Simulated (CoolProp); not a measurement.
Saturation properties of R1336mzz(Z) (Tc = 444.5 K, pc = 29.04 bar, ω = 0.386).

Computed with CoolProp (reference Helmholtz-energy equation of state, McLinden 2020).

```csv
T (K),p (bar),vapour density (kg/m³),enthalpy of vaporisation (kJ/kg)
260.6,0.1299,0.9960,184.7
273.8,0.2554,1.878,179.2
287,0.4656,3.301,173.5
300.2,0.7966,5.478,167.5
313.4,1.291,8.665,161.3
326.6,1.999,13.17,154.8
339.8,2.976,19.40,147.7
353,4.282,27.82,140.1
366.2,5.984,39.13,131.8
379.4,8.155,54.25,122.6
392.5,10.85,74.47,112.1
405.7,14.21,102.6,99.78
418.9,18.31,143.4,84.56
```

It boils at 306.6 K under 1 atm.
